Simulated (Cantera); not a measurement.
Charge: 1 mol CCl₄, 0.012 mol HCl, a varied amount of H₂, held at 2525 K and 0.100 bar.

These are equilibrium values from Cantera (NASA tables, ideal gas, pure condensed phases), not measurements of a reactor. Candidate condensed phases: C, C₆H₆, C₇H₈, C₈H₁₈; 91 gas species. Kinetics and transport are ignored.

x: gas mole fraction; n: condensed amount in mol.

| n(H₂) (mol) | x Cl | x HCl | x H₂ | x H | x Cl₂ | n C(graphite) |
|---|---|---|---|---|---|---|
| 0.27 | 0.856 | 0.137 | 0.000100 | 0.000887 | 0.00554 | 0.999 |
| 0.34 | 0.822 | … | … | … | … | 0.999 |
| 0.42 | 0.783 | 0.211 | 0.000284 | 0.00149 | 0.00463 | 0.999 |
| 0.52 | 0.734 | 0.260 | 0.000489 | 0.00196 | 0.00407 | 0.999 |
| 0.65 | … | … | … | … | … | 0.999 |
| 0.81 | 0.593 | 0.398 | 0.00176 | 0.00372 | 0.00266 | 0.999 |
| 1 | 0.504 | 0.485 | 0.00363 | 0.00534 | 0.00192 | 0.999 |
| 1.3 | 0.371 | 0.608 | 0.0105 | 0.00909 | 0.00104 | 0.998 |
| 1.6 | 0.261 | 0.696 | 0.0278 | 0.0148 | 0.000514 | 0.996 |
| 1.9 | 0.187 | 0.731 | 0.0595 | 0.0216 | 0.000265 | 0.992 |
| 2.4 | 0.124 | 0.713 | 0.128 | 0.0318 | 0.000117 | 0.984 |
| 3 | 0.0900 | 0.658 | 0.209 | 0.0405 | 6.12e-5 | 0.971 |
| 3.7 | 0.0690 | 0.592 | 0.288 | 0.0475 | 3.60e-5 | 0.956 |

Q: What belongs in the gaps?

A: 
- 0.65, x Cl: 0.671
- 0.65, x HCl: 0.322
- 0.65, x H₂: 0.000904
- 0.65, x H: 0.00267
- 0.65, x Cl₂: 0.00340
- 0.34, x HCl: 0.172
- 0.34, x H₂: 0.000170
- 0.34, x H: 0.00116
- 0.34, x Cl₂: 0.00510
